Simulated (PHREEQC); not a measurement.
A solution holds 170 mmol/kgw HBr, 4.2 mmol/kgw CuSO4 and 2.4 mmol/kgw MnSO4, at 70 °C. Closed to the air; pH follows from the charge balance.

The numbers come from PHREEQC with the ion-association model, phreeqc.dat.

This is a speciation only: nothing precipitates in the calculation.

Q: Estimate the pH.

A: pH 0.89.

Q: In which forms is S present?

A: HSO4- 93 %, SO4-2 6.4 %, CuSO4 0.6 % of the S.

Constants without temperature data keep their 25 °C values here.
